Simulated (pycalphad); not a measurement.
Source of the numbers: pycalphad with the COST 507 light-alloy database (1999); pressure 1 atm. These are 1990s assessments: newer ones move some temperatures and phases. Phase fractions are per mole of atoms. Kinetics are ignored, which matters at the lower temperatures.

Problem. Give the equilibrium state of Hf-3.166C (wt.%) at 627 °C.

Solution. fcc, fraction 0.866, with 3.9 C wt.%; hcp, fraction 0.134, with 0.18 C wt.%.

Problem. Give the equilibrium state of Hf-3.166C (wt.%) at 2927 °C.

Solution. 
```
T = 3200.00 K, P = 101325 Pa, N = 1 mol of atoms
G = -294796 J/mol, H = 11047 J/mol, S = 95.58 J/(mol K)  (SER reference)
chemical potentials (J/mol): Hf -297906, C -288397
phase             fraction      x(Hf)       x(C)
FCC_A1              0.8626     0.6383     0.3617
LIQUID              0.1374     0.8909     0.1091
```

FCC_A1 is fcc. The fcc model also describes the rock-salt carbide or nitride (TiC, TiN, HfC).
